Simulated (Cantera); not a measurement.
**Diamond growth**

A diamond (100) surface in a fixed gas of H2 with x(CH4) = 0.018, x(H) = 0.0058, at 1273 K, 97.5 Torr; coverages are run to steady state.

Detailed kinetics in Cantera: the Harris–Goodwin 1993 mechanism for the reconstructed diamond (100) surface.

```csv
x(CH3),growth (µm/h),θ c6HH,θ c6H*,θ c6*H,θ c6**,θ c6HM
1e-06,0.0518,0.399,0.0463,0.516,0.0395,8.32e-6
2.7e-06,0.140,0.398,0.0463,0.516,0.0395,2.25e-5
7.1e-06,0.368,0.398,0.0463,0.516,0.0395,5.91e-5
1.9e-05,0.984,0.398,0.0462,0.516,0.0395,0.000158
5e-05,2.59,0.398,0.0462,0.515,0.0394,0.000415
0.00013,6.70,0.398,0.0462,0.515,0.0392,0.00108
0.00036,18.4,0.397,0.0460,0.513,0.0387,0.00296
0.00095,47.5,0.394,0.0455,0.508,0.0375,0.00767
0.0025,118,0.386,0.0445,0.496,0.0346,0.0193
```
θ: site fractions in the mechanism's names (c6HH fully hydrogenated, c6H* and c6*H radical sites, c6** diradical, c6HM methylated).
